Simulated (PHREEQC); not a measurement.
Na2HPO4 is added in steps, without added water, to 1 kg of water holding 2.8 mmol/kgw ZnCl2, 160 mmol/kgw NaOH and 45 mmol/kgw HCl, at 20 °C. Oxygen alone is held at its pressure in air (log pO2 = -0.68). No CO2 enters from the air. Solids allowed: Zn(OH)2-a, Zn5(OH)8Cl2, Zn3(PO4)2:4w, Halite. Others were left out.

Base run: PHREEQC, ion-association model, wateq4f.dat. Each further column changes one thing. The table gives Zn(OH)4-2 (mol/kgw).

```
Na2HPO4 added (mol)      base  all activity coefficients set to 1  Davies equation for every ion  Debye-Hückel limiting law  metal-ligand complexes left out
-------------------  --------  ----------------------------------  -----------------------------  -------------------------  -------------------------------
0                     0.00224                             0.00197                        0.00226                    0.00241                          0.00224
0.03                  0.00209                             0.00182                        0.00214                    0.00241                          0.00209
0.075                0.000820                             0.00118                        0.00117                    0.00204                         0.000792
0.105                0.000205                            0.000723                       0.000414                   0.000180                         0.000183
0.15                  2.68e-5                            0.000382                       0.000108                    1.31e-6                          2.02e-5
0.18                  1.04e-5                            0.000270                        6.03e-5                    3.17e-7                          7.29e-6
0.225                 3.72e-6                            0.000176                        3.42e-5                    5.93e-8                          2.40e-6
0.255                 2.19e-6                            0.000140                        2.66e-5                    2.32e-8                          1.34e-6
0.3                   1.13e-6                            0.000104                        2.06e-5                    5.35e-9                          6.42e-7
0.33                  7.77e-7                             8.87e-5                        1.83e-5                    1.85e-9                          4.19e-7
0.375                 4.72e-7                             7.18e-5                        1.62e-5                   4.47e-10                          2.35e-7
0.405                 3.50e-7                             6.36e-5                        1.54e-5                   1.89e-10                          1.66e-7
0.45                  2.33e-7                             5.41e-5                        1.46e-5                   5.72e-11                          1.02e-7
0.48                  1.82e-7                             4.91e-5                        1.43e-5                   2.73e-11                          7.49e-8
```

The ionic strength passes 0.7 mol/kgw, the rough limit of the ion-association models, in part of: base; all activity coefficients set to 1; Davies equation for every ion; Debye-Hückel limiting law; metal-ligand complexes left out. H3PO4, which wateq4f.dat lacks, is added to it with the constant of phreeqc.dat. The database has no phosphate complexes of Zn.
